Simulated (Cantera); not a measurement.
Charge: 1 mol KCl, 4.7 mol HCl, 6.8 mol N2, 6.4 mol O2, held at 10.0 mbar.

Method: chemical equilibrium by Gibbs-energy minimisation in Cantera with the NASA 1993 tables (ideal gas, pure condensed phases). Candidate condensed phases: H2O, K, KCl, KOH, KO2, K2O, K2O2, NH4Cl; 37 gas species. Kinetics and transport are ignored. All values below are at 1773 K.

Base state: N2 0.352, O2 0.312, HCl 0.171, Cl 0.0720, KCl 0.0519, H2O 0.0360, NO 0.00308, OH 0.00122 (mole fractions); condensed: gas only.

Q: What changes in the equilibrium state with this change: pressure from 10.0 mbar to 0.170 Pa?

A: 
```
species    before    after
-------  --------  -------
N2          0.352    0.330
O2          0.312    0.254
Cl         0.0720    0.168
HCl         0.171   0.0642
H         1.48e-5   0.0140
O        0.000524   0.0363
OH        0.00122   0.0136
H2O        0.0360   0.0646
KCl        0.0519   0.0457
K         1.37e-6  0.00305
Cl2      0.000671  6.22e-7
```
